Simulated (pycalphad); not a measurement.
All values are pycalphad results on the COST 507 light-alloy database (1999) (1 atm), not direct measurements. The database dates from 1999; later assessments differ in places, in temperatures and in the compounds included. Not assessed as a whole: an extrapolation from subsystems, which can miss ternary compounds. Amounts are mole fractions of atoms.

### Question
Give the equilibrium state of Ti-16.44Al-3.07C (at.%) at 827 °C.

### Answer
hcp, fraction 0.579, with 15.8 Al, <0.01 C at.%; ALM_D019, fraction 0.335, with 21.7 Al, no C at.%; fcc, fraction 0.086, with <0.01 Al, 35.7 C at.%.

### Question
Give the equilibrium state of Ti-16.44Al-3.07C (at.%) at 1927 °C.

### Answer
liquid, fraction 0.997, with 16.5 Al, 3.0 C at.%; fcc, fraction 0.003, with <0.01 Al, 33.1 C at.%.

Database names, with the compositions (at.%) that they take in these runs: ALM_D019: Ti 77-79 Al 21-23. An entry "none" or "no" means that the model of the phase leaves that element out. The fcc model also describes the rock-salt carbide or nitride (TiC, TiN, HfC).
